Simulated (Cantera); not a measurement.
A perfectly stirred reactor is fed with 6.98 % CH4, 19.6 % O2, 73.5 % N2, at 17.0 bar; it is adiabatic with a 500 K inlet, and is followed from long to short residence time, starting on the burning branch (τ in s: 0.091, 0.05, 0.028, 0.015, 0.0084, 0.0046, 0.0026, 0.0014, 0.00078, 0.00043, 0.00024, 0.00013, 7.3e-05).

Model: GRI-Mech 3.0 (53 species, 325 reactions), integrated in Cantera. The pressure lies above the range GRI-Mech 3.0 was tuned for (to about 10 atm).

Predict: blow-out, bracketed by the residence times tried; x(CH4) at τ = 91.0 ms; x(O2) at τ = 91.0 ms; x(H2O2) at τ = 91.0 ms; x(H2O) at τ = 91.0 ms; x(O) at τ = 91.0 ms; x(CH4) at τ = 2.60 ms; x(O2) at τ = 2.60 ms; x(H2O2) at τ = 2.60 ms; x(H2O) at τ = 2.60 ms; x(O) at τ = 2.60 ms.


```json
{
 "blow_out_bracketed_by_the_residence_times_tried": "burning at 73.0 µs, the shortest tried",
 "x(CH4) at τ = 91.0 ms": "1.08e-6",
 "x(O2) at τ = 91.0 ms": "0.0556",
 "x(H2O2) at τ = 91.0 ms": "2.71e-7",
 "x(H2O) at τ = 91.0 ms": "0.139",
 "x(O) at τ = 91.0 ms": "4.54e-5",
 "x(CH4) at τ = 2.60 ms": "2.82e-5",
 "x(O2) at τ = 2.60 ms": "0.0561",
 "x(H2O2) at τ = 2.60 ms": "3.94e-7",
 "x(H2O) at τ = 2.60 ms": "0.139",
 "x(O) at τ = 2.60 ms": "7.52e-5"
}
```
